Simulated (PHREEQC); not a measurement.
A solution holds 0.015 mol ZnSO4, 0.0036 mol KCl and 0.00064 mol FeSO4 per kg of water, at 25 °C. Closed to the air; pH follows from the charge balance.

All values are PHREEQC results (ion-association model, phreeqc.dat), not measurements.

Precipitation was switched off in this run.

Problem. Estimate the pH.

Solution. pH 5.70.

Problem. In which forms is S present?

Solution. SO4-2 61 %, ZnSO4 32 %, Zn(SO4)2-2 5.1 %, FeSO4 1.2 %, KSO4- 0.7 % of the S.

Complexes and solids missing from the database can't appear.
